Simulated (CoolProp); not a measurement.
Model: reference Helmholtz-energy equation of state, Thol 2021, in CoolProp.

Q: Give the vapour pressure (MPa), liquid density (kg/m³), vapour density (kg/m³), enthalpy of vaporisation (kJ/kg) of saturated chlorine at 298.3, 317.2, 367.7 K.

A: 
```
T (K)  p (MPa)  liquid density (kg/m³)  vapour density (kg/m³)  enthalpy of vaporisation (kJ/kg)
-----  -------  ----------------------  ----------------------  --------------------------------
298.3    0.779                    1390                    24.9                               248
317.2     1.26                    1330                    39.7                               232
367.7     3.53                    1140                     117                               175
```
